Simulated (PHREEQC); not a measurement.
PHREEQC input (ion-association model, phreeqc.dat):

```
SOLUTION_MASTER_SPECIES
  Amm  AmmH+  0  AmmH  17.031  # ammonia with no redox link, constants of NH4+
SOLUTION_SPECIES
  AmmH+ = AmmH+
    -log_k 0
    -gamma 2.5 0
    -dw 1.98e-9
  AmmH+ = Amm + H+
    -log_k -9.252
    -delta_h 12.48 kcal
    -analytic 0.6322 -0.001225 -2835.76
    -dw 2.28e-9
  AmmH+ + SO4-2 = AmmHSO4-
    -log_k 1.11
PHASES
  Amm(g)
    Amm = Amm
    -log_k 1.7966
    -analytic -18.758 3.3670e-4 2.5113e3 4.8619 39.192
    -T_c 405.6
    -P_c 111.3
    -Omega 0.25
EXCHANGE_SPECIES
  AmmH+ + X- = AmmHX
    -log_k 0.6
    -gamma 2.5 0
    -delta_h -2.4
SOLUTION 1
  temp 25
  units mmol/kgw
  pH 7 charge
  Br 4.5
  Amm 4.5
SOLUTION 2
  temp 25
  units mmol/kgw
  pH 7 charge
  F 26.8
  Amm 9.8
  Si 1.2
  P 13
  Cl 0.034
END
SELECTED_OUTPUT 1
  -reset false
  -pH true
  -pe true
  -ionic_strength true
  -water true
  -totals Amm Br Cl F P Si
  -molalities H+ H4SiO4 Cl- PO4-3 F- Br- OH- O2 HPO4-2 H2PO4-
    H3PO4 HF HF2- H3SiO4- H2SiO4-2 SiF6-2 AmmH+ Amm
  -equilibrium_phases SiO2(a)
PRINT
  -reset false
MIX 1
  1 1
  2 0
EQUILIBRIUM_PHASES 1
  SiO2(a) 0 0
  O2(g) -0.68 10
END
# ... the last block is repeated for the other 10 points of share of solution B
```

Selected output (columns that matter, 10 of 11 rows; share of solution B added in front):

```
share of solution B	pH	mu	Amm	Br	Cl	F	P	Si	m_H+	m_H4SiO4	m_Cl-	m_F-	m_Br-	m_OH-
0	5.8253	0.0045	0.0045	0.0045	0	0	0	0	1.5968e-06	0	0	0	0.0045	7.2819e-09
0.1	2.9558	0.0062863	0.00503	0.00405	3.4e-06	0.00268	0.0013	0.00012	0.0011938	5.7661e-05	3.4e-06	0.00091038	0.00405	9.9545e-12
0.2	2.7719	0.0076266	0.00556	0.0036	6.8e-06	0.00536	0.0026	0.00024	0.0018344	7.9466e-06	6.8e-06	0.0011925	0.0036	6.5689e-12
0.3	2.6686	0.0087868	0.00609	0.00315	1.02e-05	0.00804	0.0039	0.00036	0.0023379	1.2423e-06	1.02e-05	0.0014943	0.00315	5.2101e-12
0.4	2.5989	0.0098552	0.00662	0.0027	1.36e-05	0.01072	0.0052	0.00048	0.0027554	3.2429e-07	1.36e-05	0.0017665	0.0027	4.4613e-12
0.6	2.5061	0.011835	0.00768	0.0018	2.04e-05	0.01608	0.0078	0.00072	0.0034345	4.9893e-08	2.04e-05	0.0022466	0.0018	3.6345e-12
0.7	2.4725	0.012771	0.00821	0.00135	2.38e-05	0.01876	0.0091	0.00084	0.0037214	2.4648e-08	2.38e-05	0.0024658	0.00135	3.3766e-12
0.8	2.4441	0.013683	0.00874	0.0009	2.72e-05	0.02144	0.0104	0.00096	0.003983	1.3411e-08	2.72e-05	0.0026751	0.0009	3.1744e-12
0.9	2.4197	0.014574	0.00927	0.00045	3.06e-05	0.02412	0.0117	0.00108	0.0042238	7.8504e-09	3.06e-05	0.0028767	0.00045	3.0107e-12
1	2.3983	0.015447	0.0098	0	3.4e-05	0.0268	0.013	0.0012	0.0044472	4.867e-09	3.4e-05	0.0030717	0	2.8749e-12
```

SiF6-2 is the database's only silicon fluoride.
